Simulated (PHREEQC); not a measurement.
Acid mine or pickling water (model solution)

A made-up water analysis in mg/kgw, 25 °C, pH 2.13, pe 8.4:

| constituent | mg/kgw |
|---|---|
| Na | 38 |
| K | 178 |
| Ca | 131 |
| Mg | 28 |
| Cl | 12.7 |
| S(6) as SO4 | 1450 |
| Zn | 9.38 |
| Pb | 52.2 |

Na is adjusted to close the charge balance.
Valence states are taken as typed.

Model: ion-association model, phreeqc.dat, run in PHREEQC.

No solid was allowed to form.

**Question.** Predict the ionic strength.

**Answer.** ionic strength 0.0355 mol/kgw.

**Question.** In which forms is Pb present?

**Answer.** PbSO4 55 %, Pb+2 42 %, Pb(SO4)2-2 2.7 % of the Pb.

The solution is supersaturated, for example in Anglesite, so a real one may precipitate; this is no full list. Complexes and solids missing from the database can't appear.
